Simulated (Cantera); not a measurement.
A freely propagating, adiabatic, planar premixed flame of 5.56 % C₃H₈, 19.9 % O₂, 74.6 % N₂, equivalence ratio 1.4, unburnt at 475 K and 1.00 bar; unity-Lewis-number transport, grid criteria slope 0.08 and curve 0.16, no radiation.

Cantera simulation using GRI-Mech 3.0 (53 species, 325 reactions); the numbers are that mechanism's predictions, not measurements. GRI-Mech 3.0 was tuned for natural gas; its chemistry of propane as a main component is partial and can be far from experiment. Unity Lewis numbers drop preferential diffusion, which matters most where H2 and H carry the flame. Burning velocities carry a grid error of a few per cent, more on coarse grids.

### Question
Predict: laminar burning velocity; thermal thickness; peak x(HCN); peak x(HCO); peak x(C₂H₄); peak x(C₂H₆).

### Answer
```json
{
 "laminar_burning_velocity": "46.6 cm/s",
 "thermal_thickness": "0.460 mm",
 "peak x(HCN)": "4.16e-5",
 "peak x(HCO)": "4.28e-5",
 "peak x(C₂H₄)": "0.00824",
 "peak x(C₂H₆)": "0.00131"
}
```
